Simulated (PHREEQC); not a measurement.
Solution (30 °C): 35 mmol/kgw RbCl and 0.19 mmol/kgw KHF2. Closed to the air; pH follows from the charge balance.

Computed with PHREEQC (ion-association model, wateq4f.dat).

Precipitation was switched off in this run.

**Question.** Predict the pH.

**Answer.** pH 3.92.

**Question.** In which forms is F present?

**Answer.** F- 86 %, HF 14 % of the F.
